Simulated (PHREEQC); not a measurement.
Solution (65 °C): 29 mmol/kgw TMAH, 0.077 mmol/kgw H3BO3 and 0.73 mmol/kgw (CH3)4NCl. Closed to the air; pH follows from the charge balance.

Computed with PHREEQC (ion-association model, phreeqc.dat).

This is a speciation only: nothing precipitates in the calculation.

**Question.** Predict the pH.

**Answer.** pH 11.28.

Complexes and solids missing from the database can't appear. (CH3)4N+ isn't in the database: it is added as a free cation with an ion size of 4 Å. Away from 25 °C the constants follow the database's enthalpies or fits; those with neither stay at their 25 °C values.
